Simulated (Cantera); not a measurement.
Adiabatic ignition

An adiabatic, constant-pressure homogeneous reactor starts with C₂H₄ : O₂ : N₂ : H₂O = 1 : 8.82 : 33.2 : 1.3 (molar parts), equivalence ratio 0.34, at 1675 K and 25.7 atm.

Model: GRI-Mech 3.0 (53 species, 325 reactions), integrated in Cantera. GRI-Mech 3.0 was tuned for natural gas; its chemistry of ethylene as a main component is partial and can be far from experiment. The pressure lies above the range GRI-Mech 3.0 was tuned for (to about 10 atm).

```tsv
t (s)	T (K)	x C₂H₄	x O₂	x H₂O	x C₂H₆	x CH₄
1.00e-6	1676	0.0221	0.198	0.0295	8.71e-7	6.23e-6
4.13e-6	2300	<1e-12	0.135	0.0698	<1e-12	<1e-12
1.71e-5	2424	<1e-12	0.130	0.0722	<1e-12	<1e-12
7.06e-5	2425	<1e-12	0.130	0.0722	<1e-12	<1e-12
0.000292	2424	<1e-12	0.130	0.0722	<1e-12	<1e-12
0.00120	2419	<1e-12	0.129	0.0723	<1e-12	<1e-12
0.00498	2407	<1e-12	0.126	0.0724	<1e-12	<1e-12
0.0206	2396	<1e-12	0.123	0.0725	<1e-12	<1e-12
0.0850	2396	<1e-12	0.123	0.0725	<1e-12	<1e-12
0.351	2396	<1e-12	0.123	0.0725	<1e-12	<1e-12
1.45	2396	<1e-12	0.123	0.0725	<1e-12	<1e-12
6.00	2396	<1e-12	0.123	0.0725	<1e-12	<1e-12
```
x: mole fraction; the columns are a selection and need not sum to one.

- time of steepest temperature rise: 1.89 µs
- temperature at 6.00 s: 2396 K
- equilibrium temperature: 2396 K
- x(C₂H₄) at 6.00 s: <1e-12 (gas-phase equilibrium <1e-12)
- x(O₂) at 6.00 s: 0.123 (gas-phase equilibrium 0.123)
- x(H₂O) at 6.00 s: 0.0725 (gas-phase equilibrium 0.0725)
